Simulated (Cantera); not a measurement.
A closed system holds: 1 mol FeCl₃, 0.51 mol H₂O, 380 mol N₂, 0.051 mol O₂, held at 1500 K and 7.80e-5 bar.

Method: chemical equilibrium by Gibbs-energy minimisation in Cantera with the NASA 1993 tables (ideal gas, pure condensed phases). Candidate condensed phases: Fe, FeCl₂, FeCl₃, FeO, Fe(OH)₂, Fe(OH)₃, Fe₂O₃, Fe₃O₄, H₂O, NH₄Cl; 37 gas species. The numbers say what is thermodynamically allowed, not how fast it happens.

Base state: N₂ 0.994, FeCl₂ 0.00229, HCl 0.00186, Cl 0.00141, H₂O 0.000394, O₂ 0.000355, NO 5.65e-5, OH 1.06e-5 (mole fractions); condensed: Fe₃O₄(s).

Q: What changes in the equilibrium state with this change: H₂O from 0.51 to 1.9 mol?

A: 
| species | before | after |
|---|---|---|
| N₂ | 0.994 | 0.990 |
| HCl | 0.00186 | 0.00393 |
| H₂O | 0.000394 | 0.00293 |
| FeCl₂ | 0.00229 | 0.00141 |
| H₂ | 4.48e-6 | 3.56e-5 |
| H | 4.22e-6 | 1.19e-5 |
| OH | 1.06e-5 | 2.79e-5 |
| Cl | 0.00141 | 0.00106 |
| Fe₃O₄(s), mol | 0.0400 | 0.151 |
